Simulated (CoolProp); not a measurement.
Properties of sulfur dioxide at several states (Tc = 430.6 K, pc = 7.887 MPa, ω = 0.256).

Values from CoolProp's reference Helmholtz-energy equation of state, Gao 2016.

| T (K) | p (MPa) | phase | Z | cp (kJ/(kg K)) | speed of sound (m/s) | Joule-Thomson coefficient (K/MPa) |
|---|---|---|---|---|---|---|
| 304.9 | 22.3 | liquid | 0.4047 | 1.341 | 968.4 | -0.2453 |
| 418.1 | 0.424 | gas | 0.9790 | 0.7119 | 255.3 | 13.43 |
| 248.2 | 1.53 | liquid | 0.03162 | 1.356 | 1096 | -0.2840 |
| 404.9 | 0.104 | gas | 0.9943 | 0.6877 | 253.9 | 14.65 |
